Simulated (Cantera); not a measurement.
Input: 1 mol FeS2, 4.5 mol SO3, 7 mol CO2, equilibrated at 1300 °C and 1.00 bar.

These are equilibrium values from Cantera (NASA tables, ideal gas, pure condensed phases), not measurements of a reactor. Candidate condensed phases: C, Fe, Fe(CO)5, FeO, FeS, FeSO4, FeS2, Fe2O3, Fe2(SO4)3, Fe3O4, S; 25 gas species. The tables' stoichiometric FeO is somewhat more stable than real wüstite, so its field is too wide. FeO: taken at fixed stoichiometry. Rates play no part.

Base state: CO2 0.494, SO2 0.476, CO 0.0261, SO 0.00196, S2 0.00195, S2O 0.000315, COS 0.000101 (mole fractions); condensed: FeO(s).

Q: What changes in the equilibrium state with this change: CO2 from 7 to 2.4 mol?

A: 
```tsv
species	before	after
SO2	0.476	0.715
CO2	0.494	0.256
CO	0.0261	0.0159
S2	0.00195	0.00837
S2O	0.000315	0.00115
SO	0.00196	0.00345
COS	0.000101	0.000127
FeO(s), mol	1.00	1.00
```

Q: What changes in the equilibrium state with this change: pressure from 1.00 bar to 0.133 bar?

A: 
```json
[
 {"species": "CO2", "before": "0.494", "after": "0.487"},
 {"species": "SO2", "before": "0.476", "after": "0.478"},
 {"species": "CO", "before": "0.0261", "after": "0.0319"},
 {"species": "COS", "before": "0.000101", "after": "2.51e-5"},
 {"species": "S2O", "before": "0.000315", "after": "8.01e-5"},
 {"species": "FeO(s), mol", "before": "1.00", "after": "1.000"}
]
```
